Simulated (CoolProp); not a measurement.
Values from CoolProp's reference Helmholtz-energy equation of state, Span 1996.

### Question
For carbon dioxide, give the phase and the Joule-Thomson coefficient (K/MPa), conductivity (mW/(m K)) at 552.2 K and 4.37 MPa.

### Answer
- 552.2 K and 4.37 MPa: gas; Joule-Thomson coefficient 2.33, conductivity 38.7

Thermal conductivity comes from a separate model (Huber 2016).
